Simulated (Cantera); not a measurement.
Input: 1 mol B2O3, 0.78 mol O2, 6.1 mol H2, 19 mol NH3, held at 1398 K and 368 Torr.

These are equilibrium values from Cantera (NASA tables, ideal gas, pure condensed phases), not measurements of a reactor. Candidate condensed phases: B, BN, B2O3, B3O3H3, H2O; 39 gas species. Gases not in the tables: H3BO3. The numbers say what is thermodynamically allowed, not how fast it happens.

Base state: H2 0.748, N2 0.215, H2O 0.0341, HBO2 0.00242, (HBO2)3 2.69e-5, HBO 1.47e-5, NH3 1.27e-5 (mole fractions); condensed: B2O3(l).

**Question.** What changes in the equilibrium state with this change: pressure from 368 Torr to 165 Torr?

**Answer.** 
| species | before | after |
|---|---|---|
| H2 | 0.748 | 0.748 |
| N2 | 0.215 | 0.215 |
| H2O | 0.0341 | 0.0335 |
| HBO2 | 0.00242 | 0.00357 |
| NH3 | 1.27e-5 | 5.68e-6 |
| B2O3 | 4.68e-6 | 1.04e-5 |
| (HBO2)3 | 2.69e-5 | 1.76e-5 |
| HBO | 1.47e-5 | 2.21e-5 |
| B2O3(l), mol | 0.944 | 0.919 |

**Question.** What changes in the equilibrium state with this change: NH3 from 19 to 0.24 mol?

**Answer.** 
| species | before | after |
|---|---|---|
| H2 | 0.748 | 0.742 |
| H2O | 0.0341 | 0.233 |
| N2 | 0.215 | 0.0182 |
| HBO2 | 0.00242 | 0.00631 |
| (HBO2)3 | 2.69e-5 | 0.000479 |
| NH3 | 1.27e-5 | 3.64e-6 |
| B2O3(l), mol | 0.944 | 0.974 |
